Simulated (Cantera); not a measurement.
Input (Python, Cantera):

```python
import numpy as np
import cantera as ct

surf = ct.Interface("diamond.yaml", "diamond_100")
gas, bulk = surf.adjacent["gas"], surf.adjacent["diamond"]
k = surf.kinetics_species_index(bulk.species_names[0])
cover = ["c6HH", "c6H*", "c6*H", "c6**", "c6HM", "c6B"]

rows, drift = [], 0.0
print(f"{'P':>10s}{'um/h':>11s}" + "".join(f"{s:>11s}" for s in cover))
for v in [1500, 2300, 3500, 5300, 8100, 12000, 19000, 29000]:
    T, P, xH, xCH3 = 950, v, 0.012, 1.7e-05
    gas.TPX = T, P, {"H": xH, "CH3": xCH3, "CH4": 0.0081, "H2": 1 - xH - xCH3 - 0.0081}
    surf.TP = bulk.TP = T, P
    surf.coverages = "c6H*:0.1, c6HH:0.9"
    surf.advance_coverages(100.0)
    before = surf.coverages
    surf.advance_coverages(100.0)
    drift = max(drift, np.max(np.abs(surf.coverages - before) / (surf.coverages + 1e-9)))
    rate = surf.net_production_rates[k] * bulk.mean_molecular_weight / bulk.density * 3.6e9
    rows.append([rate, *surf[cover].coverages])
    print(f"{v:10.4g}{rate:11.4e}" + "".join(f"{x:11.3e}" for x in rows[-1][1:]))
```

Result:

```
         P       um/h       c6HH       c6H*       c6*H       c6**       c6HM        c6B
      1500 1.0456e-01  6.427e-01  1.415e-02  3.352e-01  6.711e-03  9.437e-04  2.837e-10
      2300 1.6113e-01  6.427e-01  1.417e-02  3.352e-01  6.714e-03  9.485e-04  4.372e-10
      3500 2.4602e-01  6.427e-01  1.420e-02  3.352e-01  6.717e-03  9.516e-04  6.676e-10
      5300 3.7340e-01  6.427e-01  1.424e-02  3.351e-01  6.722e-03  9.538e-04  1.013e-09
      8100 5.7167e-01  6.426e-01  1.431e-02  3.351e-01  6.730e-03  9.553e-04  1.551e-09
   1.2e+04 8.4808e-01  6.426e-01  1.440e-02  3.350e-01  6.741e-03  9.565e-04  2.301e-09
   1.9e+04 1.3450e+00  6.426e-01  1.457e-02  3.348e-01  6.761e-03  9.577e-04  3.650e-09
   2.9e+04 2.0566e+00  6.426e-01  1.480e-02  3.345e-01  6.790e-03  9.590e-04  5.581e-09
```

Detailed kinetics in Cantera: the Harris–Goodwin 1993 mechanism for the reconstructed diamond (100) surface.
